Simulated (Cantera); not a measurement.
Mixture: H2 : O2 : N2 : H2O = 1 : 0.385 : 1.45 : 0.54 (molar parts), at 500000 Pa, adiabatic and at constant pressure. Ignition delay is the time to a rise of 400 K.

Cantera simulation using GRI-Mech 3.0 (53 species, 325 reactions); the numbers are that mechanism's predictions, not measurements. The hydrogen kinetics of GRI-Mech 3.0 are dated; newer H2 mechanisms differ, most at raised pressure. Where the delays flatten at high temperature, the 400 K rule measures the pace of heat release, not the induction time.

Predict: delay at 1375 K; delay at 1450 K; delay at 1525 K; delay at 1600 K; delay at 1675 K; apparent activation energy between 1525 and 1675 K.


```
Quantity                                                Value
--------------------------------------------------  ---------
delay at 1375 K                                       8.00 µs
delay at 1450 K                                       4.96 µs
delay at 1525 K                                       3.57 µs
delay at 1600 K                                       2.79 µs
delay at 1675 K                                       2.30 µs
apparent activation energy between 1525 and 1675 K  62 kJ/mol
```
